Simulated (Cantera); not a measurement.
Input (Python, Cantera) and output of one run.

```python
import numpy as np
import cantera as ct

gas_names = [...]  # 151 gases of nasa_gas.yaml made of C, H, N, O, Si
cond_names = """
    C(gr) C6H6(L) C7H8(L) C8H18(L),n-octa H2O(s) H2O(L) Si(cr) Si(L) SiC(b) SiO2(Lqz) SiO2(hqz) SiO2(L)
    Si2N2O(s) Si3N4(a)
""".split()


# ... load() reads the species with a 1 bar reference pressure and builds the phases ...
atoms = {
    'HMDSO': {'Si': 2, 'C': 6, 'H': 18, 'O': 1},
    'N2O': {'N': 2, 'O': 1},
    'H2': {'H': 2},
}
top_T = {'C(gr)': 4500, 'SiC(b)': 3050, 'Si2N2O(s)': 2100, 'Si3N4(a)': 2400}  # K; cautious upper limits of use, not melting points


# ... equilibrate(T, P, feed) seeds the gas with the atoms and calls Mixture.equilibrate('TP', solver="vcs", rtol=1e-11, max_steps=5000) ...
results = []
feed = {'HMDSO': 1, 'N2O': 4.7, 'H2': 9.7}  # mol
P = 10000  # Pa
for T in [723, 823, 923, 1023, 1123, 1223, 1323, 1423, 1523, 1623, 1723, 1823, 1923, 2023]:
    mix = equilibrate(T, P, feed)
    results.append((T, P, feed, dict(zip(mix.species_names, mix.species_moles))))

top = {s: max(r[3][s] / sum(r[3][g] for g in gas_names) for r in results) for s in gas_names}
cols = sorted((s for s in top if top[s] > 1e-06), key=lambda s: -top[s])[:9]
seen = [c for c in cond_names if any(r[3].get(c, 0) > 1e-12 for r in results)]
print("log10 of partial pressures in bar; condensed amounts in mol")
print(f"{'T/K':>10s}" + "".join(f"{s[:9]:>10s}" for s in cols + seen))
for T, P, feed, n in results:
    ng = sum(n[g] for g in gas_names)
    print(f"{T:10.4g}" + "".join(f"{np.log10(max(n[s] / ng * P / 1e5, 1e-99)):10.3f}" for s in cols)
          + "".join(f"{n.get(c, 0):10.4g}" for c in seen))
```

Output:

```
log10 of partial pressures in bar; condensed amounts in mol
       T/K        H2        N2        CO       CH4       H2O       SiO       CO2         H       HCN     C(gr)    SiC(b) SiO2(Lqz) SiO2(hqz) Si2N2O(s)
       723    -1.269    -1.639    -3.223    -1.811    -2.181   -28.512    -3.251   -13.708    -9.413     2.598         0         2         0         0
       823    -1.164    -1.695    -2.483    -2.357    -2.525   -23.160    -3.286   -11.716    -8.213     4.093         0         2         0         0
       923    -1.137    -1.719    -2.221    -2.908    -3.170   -18.672    -3.944   -10.180    -7.294      4.19         0         0         2         0
      1023    -1.131    -1.725    -2.178    -3.387    -3.871   -14.907    -4.801    -8.949    -6.557     4.235         0         0         2         0
      1123    -1.129    -1.727    -2.171    -3.791    -4.480   -11.793    -5.561    -7.935    -5.952     4.268         0         0         2         0
      1223    -1.128    -1.727    -2.170    -4.132    -4.995    -9.192    -6.201    -7.086    -5.447     4.283         0         0         2         0
      1323    -1.159    -1.852    -1.782    -4.485    -5.076    -7.379    -5.968    -6.379    -5.097     1.544         0         0    0.1681    0.9159
      1423    -1.161    -1.865    -1.761    -4.742    -5.433    -6.208    -6.388    -5.758    -4.738     1.291         0         0         0    0.9999
      1523    -1.161    -1.865    -1.761    -4.961    -5.758    -5.209    -6.787    -5.217    -4.420     1.287         0         0         0    0.9992
      1623    -1.162    -1.865    -1.762    -5.152    -6.044    -4.336    -7.136    -4.741    -4.142     1.283         0         0         0    0.9938
      1723    -1.177    -1.826    -1.742    -5.699    -5.944    -3.404    -7.054    -4.328    -4.231         0    0.8916         0         0    0.4988
      1823    -1.191    -1.796    -1.775    -6.245    -5.844    -2.570    -7.021    -3.959    -4.373         0     1.118         0         0   0.05037
      1923    -1.194    -1.793    -1.780    -6.348    -6.085    -2.530    -7.304    -3.623    -4.143         0     1.138         0         0         0
      2023    -1.195    -1.795    -1.781    -6.420    -6.316    -2.527    -7.570    -3.319    -3.918         0     1.127         0         0         0
```

These are equilibrium values from Cantera (NASA tables, ideal gas, pure condensed phases), not measurements of a reactor. The feed counts by its element totals alone. Mutual solubility and eutectic melting of coexisting phases are not modelled. The tables hold silica as quartz up to 1696 K and as liquid above; real silica turns to tridymite and cristobalite and melts near 1996 K. Gases not in the tables: Si2H6 and higher silanes.
